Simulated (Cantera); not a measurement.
An isothermal, constant-pressure homogeneous reactor starts with 0.143 % CO, 5.00 % O2, 5.54 % H2O, 89.3 % N2, equivalence ratio 0.014, at 1500 K and 7500 Torr.

Cantera simulation using GRI-Mech 3.0 (53 species, 325 reactions); the numbers are that mechanism's predictions, not measurements.

Problem. Predict: x(CO) at 2.00 s; x(O2) at 2.00 s; x(H2O) at 2.00 s; x(HO2) at 2.00 s; x(OH) at 2.00 s; x(NO) at 2.00 s; x(O) at 2.00 s.

Solution. 
| Item | Value |
|---|---|
| x(CO) at 2.00 s | 1.00e-8 (gas-phase equilibrium 1.01e-8) |
| x(O2) at 2.00 s | 0.0493 (gas-phase equilibrium 0.0490) |
| x(H2O) at 2.00 s | 0.0554 (gas-phase equilibrium 0.0554) |
| x(HO2) at 2.00 s | 8.67e-8 (gas-phase equilibrium 8.62e-8) |
| x(OH) at 2.00 s | 2.29e-5 (gas-phase equilibrium 2.28e-5) |
| x(NO) at 2.00 s | 2.49e-7 (gas-phase equilibrium 0.000633) |
| x(O) at 2.00 s | 2.87e-7 (gas-phase equilibrium 2.86e-7) |
